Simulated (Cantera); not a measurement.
Feed: 1 mol SiCl₄, 15 mol NH₃, 42 mol N₂, held at 725 K and 5.40 Pa.

Method: chemical equilibrium by Gibbs-energy minimisation in Cantera with the NASA 1993 tables (ideal gas, pure condensed phases). Candidate condensed phases: NH₄Cl, Si, Si₃N₄; 28 gas species. Kinetics and transport are ignored.

Base state: N₂ 0.666, H₂ 0.280, HCl 0.0545 (mole fractions); condensed: Si₃N₄(s).

Q: What changes in the equilibrium state with this change: NH₃ from 15 to 1.7 mol?

A: 
| species | before | after |
|---|---|---|
| N₂ | 0.666 | 0.906 |
| HCl | 0.0545 | 0.0703 |
| H₂ | 0.280 | 0.0195 |
| SiCl₄ | 8.33e-6 | 0.00385 |
| Si₃N₄(s), mol | 0.333 | 0.273 |
